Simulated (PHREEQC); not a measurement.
PHREEQC input (ion-association model, wateq4f.dat):

```
SOLUTION_MASTER_SPECIES
  An  An-  0  An  62.0  # stands for a non-complexing anion
SOLUTION_SPECIES
  An- = An-
    -log_k 0
    -gamma 3.0 0
PHASES
  Fix_H+
    H+ = H+
    -log_k 0
SOLUTION 1
  temp 25
  units mmol/kgw
  pH 7 charge
  Cl 0.0024
  Pb 0.0012
  Na 1
  An 1
END
SELECTED_OUTPUT 1
  -reset false
  -pH true
  -pe true
  -ionic_strength true
  -water true
  -totals Cl Na Pb
  -molalities Hfo_wOH Hfo_wOH2+ Hfo_wO- Hfo_sOH Hfo_sOH2+ Hfo_sO- Hfo_sOPb+ Hfo_wOPb+
  -saturation_indices Pb(OH)2 Cotunnite Laurionite Halite
USER_PUNCH 1
  -headings sigma psi
  10 PUNCH EDL("sigma", "Hfo"), EDL("psi", "Hfo")
PRINT
  -reset false
USE solution 1
SURFACE 1
  Hfo_wOH 0.000103371 600 0.046
  Hfo_sOH 2.58427e-06
EQUILIBRIUM_PHASES 1
  Fix_H+ -4 HAn 10
    -force_equality true
  O2(g) -0.68 10
END
# ... the last block is repeated for the other 16 points of pH, with NaOH or the acid as the point needs
```

Selected output (columns that matter, 9 of 17 rows; pH added in front):

```
pH	mu	Na	Pb	m_Hfo_wOH	m_Hfo_wOH2+	m_Hfo_wO-	m_Hfo_sOH	m_Hfo_sOH2+	m_Hfo_sO-	si_Pb(OH)2	si_Cotunnite	si_Halite	sigma	psi
4	0.0011236	0.001	1.0313e-06	6.5164e-05	3.5464e-05	2.743e-06	1.523e-06	8.2883e-07	6.4107e-08	-6.2022	-12.555	-10.235	0.11766	0.21025
4.75	0.0010286	0.001	3.5286e-07	7.498e-05	2.2721e-05	5.6684e-06	1.2617e-06	3.8232e-07	9.5382e-08	-5.1657	-13.017	-10.233	0.063582	0.18093
5.5	0.0010079	0.001	2.639e-08	7.8381e-05	1.6408e-05	8.5777e-06	1.0726e-06	2.2453e-07	1.1738e-07	-4.7932	-14.144	-10.233	0.031853	0.14607
6.25	0.0010027	0.001	1.0771e-09	7.9209e-05	1.3553e-05	1.0605e-05	1.0646e-06	1.8216e-07	1.4254e-07	-4.6931	-15.544	-10.233	0.014637	0.10688
7	0.0010016	0.0010007	4.2945e-11	7.9343e-05	1.2276e-05	1.1748e-05	1.0656e-06	1.6488e-07	1.5778e-07	-4.6495	-17	-10.232	0.0060675	0.065098
7.75	0.0010027	0.0010025	2.4407e-12	7.9339e-05	1.1654e-05	1.2374e-05	1.0656e-06	1.5652e-07	1.6618e-07	-4.6269	-18.477	-10.232	0.0016449	0.022066
8.5	0.0010059	0.0010061	2.8788e-13	7.9305e-05	1.1215e-05	1.2847e-05	1.0651e-06	1.5062e-07	1.7254e-07	-4.6102	-19.961	-10.23	-0.001589	-0.021325
9.25	0.0010217	0.0010226	7.1199e-14	7.9215e-05	1.0634e-05	1.3518e-05	1.0639e-06	1.4282e-07	1.8156e-07	-4.5871	-21.438	-10.223	-0.0060248	-0.064355
10	0.0011085	0.0011107	4.3064e-14	7.8876e-05	9.5201e-06	1.4971e-05	1.0593e-06	1.2786e-07	2.0106e-07	-4.539	-22.891	-10.189	-0.015118	-0.10599
```
